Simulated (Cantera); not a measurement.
A closed system holds: 1 mol Si₂Cl₆, 120 mol H₂, held at 1048 K and 0.133 bar.

Equilibrium computed with Cantera from the NASA thermochemical tables; the gas is ideal and each condensed phase is pure. Candidate condensed phases: Si; 19 gas species. The feed counts by its element totals alone. The tables' values for SiCl₃ are old estimates; treat these amounts as uncertain. Kinetics and transport are ignored.

Problem. What is the equilibrium state?

Solution. 
| Quantity | Result |
|---|---|
| x(H₂) | 0.976 |
| x(HCl) | 0.0140 |
| x(SiCl₄) | 0.00536 |
| x(SiHCl₃) | 0.00381 |
| x(SiCl₂) | 0.000375 |
| x(SiCl₃) | 0.000331 |
| x(SiH₂Cl₂) | 0.000309 |
| x(SiH₃Cl) | 6.50e-6 |
| n(Si(s)) | 0.759 mol |
| gas amount | 121.8 mol |
